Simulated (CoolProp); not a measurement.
Vapour-liquid equilibrium of CF4 (R14) (1) + R13 (2) at 0.0144 MPa; x and y are mole fractions of (1).

Values from CoolProp's multi-fluid Helmholtz-energy mixture model, Platzer 1990 and Platzer 1990; pair parameters Bell 2016. This equation is an older, rougher fit; its heat capacities, sound speeds and derivatives of the liquid may be far off and weren't checked against measurements.

```tsv
x	bubble temperature, mixture model (°C)	bubble temperature, Raoult's law (°C)	y, mixture model	y, Raoult's law
0.05	-124.8	-120.8	0.700	0.570
0.2	-138.5	-134.0	0.941	0.905
0.35	-143.2	-140.1	0.972	0.963
0.5	-145.8	-143.9	0.983	0.982
0.65	-147.5	-146.6	0.990	0.992
0.8	-149.0	-148.7	0.994	0.996
0.95	-150.4	-150.4	0.999	0.999
```

The largest gap from Raoult's law is -4.5 K in bubble temperature, at x = 0.2. No azeotrope shows between x = 0.05 and 0.95.

The pair parameters rest on a limited set of measurements; away from them the model extrapolates.
